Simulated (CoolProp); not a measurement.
Saturation properties of fluoroethane (R161) (Tc = 375.2 K, pc = 50.10 bar, ω = 0.216).

Computed with CoolProp (reference Helmholtz-energy equation of state, Wu 2012).

```csv
T (K),p (bar),liquid density (kg/m³),enthalpy of vaporisation (kJ/kg),liquid cp (kJ/(kg K)),vapour Z
174.2,0.01829,899.5,486.8,1.975,0.9986
183.7,0.04190,887.2,477.0,1.948,0.9972
193.1,0.08664,875.0,467.6,1.929,0.9950
202.6,0.1667,862.6,458.2,1.919,0.9915
212.1,0.2996,850.0,448.9,1.920,0.9866
221.5,0.5056,837.4,439.5,1.930,0.9799
231,0.8164,824.2,429.8,1.950,0.9711
240.4,1.257,810.8,419.6,1.978,0.9602
249.9,1.874,796.7,408.8,2.013,0.9467
259.4,2.702,781.9,397.3,2.055,0.9306
268.8,3.774,766.5,385.0,2.103,0.9119
278.3,5.159,749.9,371.6,2.158,0.8902
```

It boils at 235.6 K under 1 atm.
